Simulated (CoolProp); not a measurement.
n-perfluorohexane at 293.15 K and 0.0172 MPa is compressed adiabatically to 0.0745 MPa with isentropic efficiency 0.85. Each further row changes one setting.

Model: reference Helmholtz-energy equation of state, Gao 2022, in CoolProp.

| case | work (kJ/kg) | final phase | final density (kg/m³) |
|---|---|---|---|
| as stated | … | two-phase, vapour fraction 0.879 | … |
| efficiency 1 | … | two-phase, vapour fraction 0.859 | … |
| efficiency 0.65 | … | … | 10.8 |

**Question.** Complete the blanks.

**Answer.** 
- as stated, work (kJ/kg): 12.0
- as stated, final density (kg/m³): 11.3
- efficiency 1, work (kJ/kg): 10.2
- efficiency 1, final density (kg/m³): 11.5
- efficiency 0.65, work (kJ/kg): 15.7
- efficiency 0.65, final phase: two-phase, vapour fraction 0.922
